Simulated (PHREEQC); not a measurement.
A solution holds 17 mmol/kgw HF, 0.66 mmol/kgw CsF and 0.12 mmol/kgw ZnCl2, at 35 °C. Closed to the air; pH follows from the charge balance.

All values are PHREEQC results (ion-association model, wateq4f.dat), not measurements.

Q: The ionic strength comes out as 0.00370 mol/kgw. What activity coefficients do Zn+2, Cl-, F-, Cs+, HF2- get?

A: Zn+2 0.77, Cl- 0.94, F- 0.93, Cs+ 0.94, HF2- 0.93.

Precipitation was switched off in this run.
